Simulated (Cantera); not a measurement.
# Hydrocarbon pyrolysis for carbon deposition

An isothermal, constant-pressure homogeneous reactor starts with 9.71 % C2H6, 90.3 % H2, at 1600 K and 101000 Pa.

Computed with Cantera and GRI-Mech 3.0 (53 species, 325 reactions). GRI-Mech 3.0 stops at C3 and has no aromatics, soot or wall deposition, so with more carbon than oxygen in the feed, carbon stays in small species such as C2H2 where larger ones or solid carbon would form.

```tsv
t (s)	x C2H6	x H2	x C2H	x CH4	x C2H4	x C2H2	x CH3
0.000200	0.000482	0.873	7.69e-9	0.0723	0.0380	0.0156	0.000219
0.000426	0.000135	0.874	5.75e-9	0.0725	0.0328	0.0207	0.000122
0.000909	7.23e-5	0.874	5.89e-9	0.0723	0.0263	0.0268	9.64e-5
0.00194	5.07e-5	0.875	7.19e-9	0.0721	0.0177	0.0348	9.02e-5
0.00413	3.24e-5	0.876	8.33e-9	0.0717	0.00934	0.0426	8.48e-5
0.00880	2.36e-5	0.877	8.81e-9	0.0714	0.00526	0.0465	8.17e-5
0.0188	2.23e-5	0.877	8.92e-9	0.0708	0.00470	0.0473	8.08e-5
0.0400	2.20e-5	0.878	9.01e-9	0.0698	0.00473	0.0477	7.98e-5
0.0853	2.15e-5	0.879	9.19e-9	0.0679	0.00480	0.0484	7.80e-5
0.182	2.07e-5	0.880	9.48e-9	0.0649	0.00491	0.0496	7.51e-5
0.387	1.99e-5	0.882	9.81e-9	0.0615	0.00503	0.0509	7.18e-5
0.826	1.95e-5	0.884	1.00e-8	0.0595	0.00511	0.0516	6.98e-5
1.76	1.94e-5	0.884	1.01e-8	0.0591	0.00512	0.0518	6.94e-5
3.75	1.94e-5	0.884	1.01e-8	0.0591	0.00512	0.0518	6.94e-5
8.00	1.94e-5	0.884	1.01e-8	0.0591	0.00512	0.0518	6.94e-5
```
x: mole fraction; the columns are a selection and need not sum to one.

Equilibrium at this temperature and pressure: C2H6 1.94e-5, H2 0.884, C2H 1.01e-8, CH4 0.0591, C2H4 0.00512, C2H2 0.0518, CH3 6.94e-5 (gas phase only).
